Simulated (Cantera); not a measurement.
Input: 1 mol toluene, 0.8 mol H2, at 133 Pa.

These are equilibrium values from Cantera (NASA tables, ideal gas, pure condensed phases), not measurements of a reactor. Candidate condensed phases: C, C6H6, C7H8, C8H18; 86 gas species. Ions and electrons are included (thermal ionisation). Kinetics and transport are ignored.

Task: Which condensed phases are stable at each of these points (T (°C)): 1727, 1977, 2227, 2477, 2727, 2977, 3227, 3477, 3727, 3977, 4227, 4477, 4727?

Result: 
```
T (°C)  condensed phases  C condensed (%)
------  ----------------  ---------------
1727         C(graphite)             99.9
1977         C(graphite)             99.6
2227         C(graphite)             98.8
2477         C(graphite)             93.0
2727            gas only              0.0
2977            gas only              0.0
3227            gas only              0.0
3477            gas only              0.0
3727            gas only              0.0
3977            gas only              0.0
4227            gas only              0.0
4477            gas only              0.0
4727            gas only              0.0
```

From 1727 °C to 2477 °C the condensed part is C(graphite). From 2727 °C to 4727 °C nothing is condensed.
